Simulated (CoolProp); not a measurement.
The fluid at 298.15 K and 3.57 MPa is compressed adiabatically to 25.1 MPa with isentropic efficiency 0.6. The same conditions are run with several fluids, on thermodynamics alone (safety and materials aside).

The numbers come from the reference Helmholtz-energy equation of state of each fluid (CF4 (R14): Platzer 1990; methane: Setzmann 1991; oxygen: Schmidt 1985) in CoolProp. The equations of Platzer and Polt are older, rougher fits.

```csv
fluid,work (kJ/kg),final temperature (K),final density (kg/m³)
CF4 (R14),96.5,?,559
methane,618,541.6,?
oxygen,342,?,?
```

**Question.** What belongs in the gaps?

**Answer.** 
- CF4 (R14), final temperature (K): 442.8
- methane, final density (kg/m³): 84.1
- oxygen, final temperature (K): 647.0
- oxygen, final density (kg/m³): 139

Above 300 K oxygen's equation is extrapolated.
